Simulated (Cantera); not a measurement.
A closed system holds: 1 mol AlN, a varied amount of O2, equilibrated at 1473 K and 1.33 mbar.

Equilibrium computed with Cantera from the NASA thermochemical tables; the gas is ideal and each condensed phase is pure. Candidate condensed phases: Al, AlN, Al2O3; 16 gas species. Mutual solubility and eutectic melting of coexisting phases are not modelled. Equilibrium is a limit: real reactors are often held back by kinetics, nucleation or transport.

log p: log10 of the partial pressure in bar; n: condensed amount in mol.

```tsv
n(O2) (mol)	log p N2	log p O2	log p NO	log p O	log p Al	log p NO2	log p Al2O	n AlN(s)	n Al2O3(s)
0.5	-2.88	<-14	<-14	<-14	-9.18	<-14	-10.74	0.333	0.333
0.74	-2.88	<-14	<-14	<-14	-9.18	<-14	-10.74	0.0133	0.493
1.1	-3.11	-3.26	-5.76	-7.18	<-14	___	<-14	0	0.500
1.6	-3.31	-3.08	-5.77	-7.09	<-14	-9.20	<-14	0	0.500
2.4	-3.51	-2.99	-5.83	-7.05	<-14	-9.22	<-14	0	0.500
3.6	-3.70	-2.95	-5.90	-7.03	<-14	-9.27	<-14	0	0.500
5.4	-3.89	-2.92	-5.98	-7.01	<-14	___	<-14	0	0.500
8	-4.07	-2.90	-6.07	-7.01	<-14	___	<-14	0	0.500
12	-4.25	-2.89	-6.15	-7.00	<-14	___	<-14	0	0.500
```

Problem. Complete the blanks.

Solution. 
- 1.1, log p NO2: -9.29
- 5.4, log p NO2: -9.34
- 8, log p NO2: -9.41
- 12, log p NO2: -9.49
